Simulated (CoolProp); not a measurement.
Properties of R1123 along the isotherm 480 K (Tc = 331.7 K, pc = 4549 kPa, ω = 0.243).

Values from CoolProp's reference Helmholtz-energy equation of state, Akasaka 2020.

| p (kPa) | phase | density (kg/m³) | isothermal compressibility (1/MPa) |
|---|---|---|---|
| 1330 | gas | 28.04 | 0.7711 |
| 2670 | gas | 57.76 | 0.3939 |
| 4000 | gas | 88.79 | 0.2692 |
| 5330 | supercritical | 121.3 | 0.2064 |
| 6670 | supercritical | 155.6 | 0.1678 |
| 8000 | supercritical | 191.0 | 0.1415 |
| 9330 | supercritical | 227.4 | 0.1218 |
| 10700 | supercritical | 265.7 | 0.1055 |
| 12000 | supercritical | 302.1 | 0.09257 |
| 13300 | supercritical | 338.2 | 0.08130 |
| 14700 | supercritical | 376.1 | 0.07065 |
| 16000 | supercritical | 409.9 | 0.06198 |
| 17300 | supercritical | 442.1 | 0.05438 |
| 18700 | supercritical | 474.6 | 0.04733 |
| 20000 | supercritical | 502.9 | 0.04174 |
